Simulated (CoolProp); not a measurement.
A closed Brayton cycle with carbon dioxide: compressor inlet 320.15 K and 9.7 MPa, high pressure 30.8 MPa, turbine inlet 740 K, compressor efficiency 0.85, turbine efficiency 0.9, recuperator effectiveness 0.95 (on enthalpy, no pinch check). Each further row changes one setting.

Values from CoolProp's reference Helmholtz-energy equation of state, Span 1996.

```
case                           thermal efficiency (%)  net work (kJ/kg)  compressor to turbine work  compressor exit (K)  turbine exit (K)
-----------------------------  ----------------------  ----------------  --------------------------  -------------------  ----------------
as stated                                  (withheld)              84.7                        0.36                389.4             610.0
turbine inlet 690 K                              30.9              73.5                  (withheld)                389.4        (withheld)
compressor inlet 330.15 K                  (withheld)        (withheld)                  (withheld)                420.5             610.0
high pressure 26.2 MPa                     (withheld)              76.8                        0.33                379.2             627.7
recuperator effectiveness 0.5                    22.9              84.7                        0.36                389.4             610.0
```

Fill in the missing entries.


- as stated, thermal efficiency (%): 33.6
- turbine inlet 690 K, compressor to turbine work: 0.39
- turbine inlet 690 K, turbine exit (K): 564.7
- compressor inlet 330.15 K, thermal efficiency (%): 31.1
- compressor inlet 330.15 K, net work (kJ/kg): 72.1
- compressor inlet 330.15 K, compressor to turbine work: 0.45
- high pressure 26.2 MPa, thermal efficiency (%): 33.2
